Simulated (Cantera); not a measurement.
# Stirred combustor or abatement burner

A perfectly stirred reactor is fed with 17.4 % CH₃OH, 17.4 % O₂, 65.3 % N₂, equivalence ratio 1.5, at 10.0 bar; it is adiabatic with a 700 K inlet, and is followed from long to short residence time, starting on the burning branch (τ in s: 0.33, 0.14, 0.058, 0.024, 0.01, 0.0043, 0.0018, 0.00075, 0.00032, 0.00013, 5.6e-05, 2.3e-05, 9.8e-06).

Computed with Cantera and GRI-Mech 3.0 (53 species, 325 reactions). GRI-Mech 3.0 was tuned for natural gas; its chemistry of methanol as a main component is partial and can be far from experiment.

| τ (s) | T (K) | x CH₃OH | x O₂ | x H₂ | x H | x NO₂ |
|---|---|---|---|---|---|---|
| 0.33 | 2249 | 1.24e-7 | 7.49e-6 | 0.0611 | 0.000606 | 8.19e-10 |
| 0.14 | 2249 | 2.82e-7 | 1.25e-5 | 0.0611 | 0.000634 | 8.94e-10 |
| 0.058 | 2248 | 6.34e-7 | 2.33e-5 | 0.0611 | 0.000693 | 1.04e-9 |
| 0.024 | 2247 | 1.35e-6 | 4.51e-5 | 0.0610 | 0.000807 | 1.30e-9 |
| 0.010 | 2244 | 2.67e-6 | 8.45e-5 | 0.0610 | 0.00102 | 1.73e-9 |
| 0.0043 | 2240 | 4.80e-6 | 0.000149 | 0.0610 | 0.00136 | 2.37e-9 |
| 0.0018 | 2233 | 8.41e-6 | 0.000261 | 0.0610 | 0.00193 | 3.40e-9 |
| 0.00075 | 2223 | 1.46e-5 | 0.000459 | 0.0610 | 0.00275 | 4.98e-9 |
| 0.00032 | 2208 | 2.54e-5 | 0.000803 | 0.0610 | 0.00380 | 7.15e-9 |
| 0.00013 | 2187 | 4.73e-5 | 0.00147 | 0.0611 | 0.00517 | 9.92e-9 |
| 5.6e-5 | 2159 | 8.98e-5 | 0.00265 | 0.0613 | 0.00651 | 1.22e-8 |
| 2.3e-5 | 2116 | 0.000198 | 0.00525 | 0.0618 | 0.00751 | 1.31e-8 |
| 9.8e-6 | 2033 | 0.000562 | 0.0123 | 0.0639 | 0.00672 | 1.16e-8 |
x: mole fraction; the columns are a selection and need not sum to one.
